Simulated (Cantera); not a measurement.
An adiabatic, constant-pressure homogeneous reactor starts with H2 : O2 : N2 = 1 : 0.5 : 1.88 (molar parts), equivalence ratio 1.0, at 1273 K and 10.0 bar. Integrator tolerance rtol = 1e-08.

Detailed kinetics in Cantera: the H2/O2 subset of GRI-Mech 3.0, which has no nitrogen chemistry. The hydrogen kinetics of GRI-Mech 3.0 are dated; newer H2 mechanisms differ, most at raised pressure.

Question: How do the results move with these cheaper or finer settings: full GRI-Mech 3.0 in place of its H2/O2 subset; rtol 1e-08 to 1e-05; rtol 1e-08 to 0.001?

Answer: 
```tsv
setting	time of steepest temperature rise	temperature at 0.100 s	equilibrium temperature	x(H2) at 0.100 s	integrator steps
as above	7.35 µs	2963 K	2963 K	0.0337	1124
full GRI-Mech 3.0 in place of its H2/O2 subset	7.35 µs	2946 K	2946 K	0.0356	1226
rtol 1e-08 to 1e-05	7.35 µs	2963 K	2963 K	0.0337	447
rtol 1e-08 to 0.001	7.34 µs	2963 K	2963 K	0.0337	387
```
